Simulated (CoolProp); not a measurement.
Vapour-liquid equilibrium of toluene (1) + o-xylene (2) at 509 kPa; x and y are mole fractions of (1).

The numbers come from the multi-fluid Helmholtz-energy mixture model, Lemmon 2006 and Zhou 2012; pair parameters Bell 2016 in CoolProp.

Give the bubble temperature and the first vapour's composition at x = 0.65, 0.725, 0.875. Is there an azeotrope?

x = 0.65: 463.3 K, y = 0.781; x = 0.725: 460.7 K, y = 0.835; x = 0.875: 456.0 K, y = 0.931. No azeotrope shows between x = 0.05 and 0.95.

Pair parameters are fitted to limited data, so mixtures are less certain than the pure fluids.
